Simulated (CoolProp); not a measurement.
Values from CoolProp's reference Helmholtz-energy equation of state, Thol 2017.

Give the vapour pressure (kPa), vapour density (kg/m³), surface tension (mN/m) of saturated octamethyltrisiloxane (MDM) at 432.4, 445.1 K.


```tsv
T (K)	p (kPa)	vapour density (kg/m³)	surface tension (mN/m)
432.4	121	8.66	5.93
445.1	164	11.7	5.11
```

Surface tension comes from a separate correlation (Mulero 2014), older than this fluid's equation and unchecked against measurements.
